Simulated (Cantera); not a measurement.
A freely propagating, adiabatic, planar premixed flame of CH₃OH : O₂ : N₂ = 1 : 1.61 : 6.06 (molar parts), equivalence ratio 0.93, unburnt at 348 K and 5.00 bar; mixture-averaged transport, grid criteria slope 0.08 and curve 0.16, no radiation.

Detailed kinetics in Cantera: GRI-Mech 3.0 (53 species, 325 reactions). GRI-Mech 3.0 was tuned for natural gas; its chemistry of methanol as a main component is partial and can be far from experiment. Burning velocities carry a grid error of a few per cent, more on coarse grids.

What does this change do: inlet temperature 348 to 498 K?


| quantity | before | after |
|---|---|---|
| laminar burning velocity | 29.2 cm/s | 56.7 cm/s |
| thermal thickness | 0.111 mm | 0.0897 mm |
| peak x(HO₂) | 0.00162 | 0.00196 |
| peak x(CH₂O) | 0.00708 | 0.00817 |
| peak x(CH₃) | 3.43e-5 | 5.06e-5 |
